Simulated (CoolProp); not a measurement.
Methane at 293.15 K and 12 MPa is compressed adiabatically to 32.3 MPa with isentropic efficiency 0.9. Each further row changes one setting.

The numbers come from the reference Helmholtz-energy equation of state, Setzmann 1991 in CoolProp.

```
case             work (kJ/kg)  final temperature (K)  final density (kg/m³)
---------------  ------------  ---------------------  ---------------------
as stated                   ?                  375.3                    163
efficiency 1                ?                      ?                    166
efficiency 0.65           237                  395.7                    152
```

Some entries are withheld; supply them.


- as stated, work (kJ/kg): 171
- efficiency 1, work (kJ/kg): 154
- efficiency 1, final temperature (K): 370.0
